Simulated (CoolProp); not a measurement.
Vapour-liquid equilibrium of R114 (1) + n-hexane (2) at 388 kPa; x and y are mole fractions of (1).

Computed with CoolProp (multi-fluid Helmholtz-energy mixture model, Platzer 1990 and Thol 2019; pair parameters Bell 2016). This equation is an older, rougher fit; its heat capacities, sound speeds and derivatives of the liquid may be far off and weren't checked against measurements.

Give the bubble temperature and the first vapour's composition at x = 0.05, 0.45, 0.75. Is there an azeotrope?

x = 0.05: 381.0 K, y = 0.241; x = 0.45: 338.2 K, y = 0.839; x = 0.75: 325.9 K, y = 0.938. No azeotrope shows between x = 0.05 and 0.95.

The pair parameters rest on a limited set of measurements; away from them the model extrapolates.
